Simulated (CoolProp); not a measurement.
Model: reference Helmholtz-energy equation of state, Thol 2019, in CoolProp.

Problem. Give the vapour pressure (kPa), liquid density (kg/m³), vapour density (kg/m³), vapour viscosity (µPa s) of saturated n-hexane at 407.3, 427.9, 448.6 K.

Solution. 
| T (K) | p (kPa) | liquid density (kg/m³) | vapour density (kg/m³) | vapour viscosity (µPa s) |
|---|---|---|---|---|
| 407.3 | 546 | 541 | 16.5 | 8.86 |
| 427.9 | 826 | 514 | 25.3 | 9.80 |
| 448.6 | 1200 | 482 | 38.2 | 11.0 |

Viscosity comes from a separate model (Michailidou 2013).
